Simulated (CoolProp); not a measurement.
Model: reference Helmholtz-energy equation of state, Aleksandrov 2011, in CoolProp. It is a short technical equation, of lower accuracy than the large ones.

Question: For n-undecane, give the phase and the cv (kJ/(kg K)) at 620 K and 19.4 kPa; 620 K and 39.8 kPa; 620 K and 168 kPa.

Answer: 
- 620 K and 19.4 kPa: gas; cv 2.86
- 620 K and 39.8 kPa: gas; cv 2.86
- 620 K and 168 kPa: gas; cv 2.87
